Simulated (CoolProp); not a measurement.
Vapour-liquid equilibrium of propylene (1) + R22 (2) at 2.73 MPa; x and y are mole fractions of (1).

Values from CoolProp's multi-fluid Helmholtz-energy mixture model, Lemmon 2013 and Kamei 1995; pair parameters Bell 2016.

```tsv
x	bubble temperature (°C)	y at the bubble point	dew temperature at overall composition x (°C)	liquid density (mol/L)
0.05	64.8	0.058	64.9	11.46
0.125	63.9	0.140	64.0	11.34
0.2	63.1	0.218	63.3	11.21
0.275	62.5	0.293	62.7	11.09
0.35	62.1	0.365	62.1	10.97
0.425	61.7	0.436	61.8	10.85
0.5	61.5	0.506	61.5	10.73
0.575	61.5	0.575	61.5	10.62
0.65	61.5	0.645	61.5	10.52
0.725	61.7	0.716	61.8	10.42
0.8	62.1	0.789	62.1	10.32
0.875	62.6	0.865	62.7	10.22
0.95	63.3	0.945	63.3	10.13
```

y crosses x between x = 0.575 and 0.65: the model has an azeotrope there.

Pair parameters are fitted to limited data, so mixtures are less certain than the pure fluids.
